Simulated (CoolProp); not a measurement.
Dimethyl carbonate at several states: Z from the reference equation and from simpler models built on Tc = 557.0 K, pc = 4.909 MPa, ω = 0.346; each cubic takes its own stable root.

The numbers come from the reference Helmholtz-energy equation of state, Zhou 2011 in CoolProp.

```json
[
 {"T (K)": "444.4", "p (MPa)": "0.182", "phase": "gas", "reference": "0.9731"},
 {"T (K)": "332.6", "p (MPa)": "4.78", "phase": "liquid", "reference": "0.1523"},
 {"T (K)": "343.7", "p (MPa)": "18.9", "phase": "liquid", "reference": "0.5818"},
 {"T (K)": "305.3", "p (MPa)": "1.43", "phase": "liquid", "reference": "0.04809"},
 {"T (K)": "415.2", "p (MPa)": "0.0227", "phase": "gas", "reference": "0.9959"}
]
```

Problem. How far does each simpler model (van der Waals, Redlich-Kwong, Soave-Redlich-Kwong, Peng-Robinson) lie from the reference over these 5 states: mean and median of the absolute difference, and the worst?

Solution. 
- van der Waals: mean 41.6 %, median 64.4 %, worst +72.6 % at 305.3 K and 1.43 MPa
- Redlich-Kwong: mean 9.7 %, median 14.9 %, worst +16.9 % at 305.3 K and 1.43 MPa
- Soave-Redlich-Kwong: mean 7.3 %, median 11.4 %, worst +12.8 % at 305.3 K and 1.43 MPa
- Peng-Robinson: mean 0.4 %, median 0.2 %, worst -0.8 % at 343.7 K and 18.9 MPa
